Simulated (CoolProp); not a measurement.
n-perfluorohexane at several states: fugacity coefficient from the reference equation and from simpler models built on Tc = 174.9 °C, pc = 1.742 MPa, ω = 0.497; each cubic takes its own stable root.

The numbers come from the reference Helmholtz-energy equation of state, Gao 2022 in CoolProp.

| T (°C) | p (MPa) | phase | reference | Redlich-Kwong | Peng-Robinson |
|---|---|---|---|---|---|
| -26.95 | 0.114 | liquid | 0.01418 | 0.1165 | 0.01571 |
| 176.45 | 0.242 | gas | 0.9523 | 0.9535 | 0.9486 |
| -66.65 | 0.0152 | liquid | 0.003083 | 0.07772 | 0.004080 |
